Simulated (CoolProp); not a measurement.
A closed Brayton cycle with nitrogen: compressor inlet 317.15 K and 3.7 MPa, high pressure 12.8 MPa, turbine inlet 720 K, compressor efficiency 0.85, turbine efficiency 0.85, recuperator effectiveness 0.95 (on enthalpy, no pinch check). Each further row changes one setting.

Model: reference Helmholtz-energy equation of state, Span 2000, in CoolProp.

```csv
case,thermal efficiency (%),net work (kJ/kg),compressor to turbine work,compressor exit (K),turbine exit (K)
as stated,13.5,27.6,0.86,477.5,542.6
turbine inlet 670 K,7.3,13.6,0.93,477.5,503.4
compressor inlet 327.15 K,10.9,22.0,0.89,492.2,542.6
high pressure 10.9 MPa,17.0,31.4,0.82,453.4,562.7
recuperator effectiveness 0.5,11.7,27.6,0.86,477.5,542.6
```
